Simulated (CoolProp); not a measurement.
Saturation properties of sulfur hexafluoride (Tc = 45.6 °C, pc = 37.55 bar, ω = 0.210).

Computed with CoolProp (reference Helmholtz-energy equation of state, Guder 2009).

```tsv
T (°C)	p (bar)	vapour Z	surface tension (mN/m)	vapour viscosity (µPa s)	liquid conductivity (mW/(m K))
-24.85	5.877	0.8647	7.87	13.3	69.6
-19.55	6.995	0.8470	7.12	13.6	68.0
-14.35	8.238	0.8282	6.40	13.9	66.3
-9.05	9.666	0.8075	5.69	14.3	64.7
-3.85	11.24	0.7855	5.01	14.6	63.0
1.45	13.03	0.7611	4.33	15.0	61.2
6.65	14.98	0.7351	3.69	15.5	59.5
11.95	17.18	0.7062	3.06	16.0	57.6
17.15	19.57	0.6749	2.47	16.6	55.7
```

Viscosity comes from a separate model (Quiñones-Cisneros 2012). Thermal conductivity comes from a separate model (Assael 2012). Surface tension comes from a separate correlation (Mulero 2012).
